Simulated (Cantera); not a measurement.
Charge: 1 mol Si₃N₄, 17 mol F₂, held at 752 °C and 0.133 bar.

Equilibrium computed with Cantera from the NASA thermochemical tables; the gas is ideal and each condensed phase is pure. Candidate condensed phases: Si, Si₃N₄; 16 gas species. The numbers say what is thermodynamically allowed, not how fast it happens.

**Question.** What is the equilibrium state?

**Answer.** 
```json
{
 "x(F₂)": "0.483",
 "x(F)": "0.238",
 "x(SiF₄)": "0.166",
 "x(N₂)": "0.109",
 "x(NF₃)": "0.00412",
 "x(NF₂)": "2.63e-6",
 "gas_amount": "18.08 mol",
 "log10 activity of Si(s) (absent)": "-74.07"
}
```
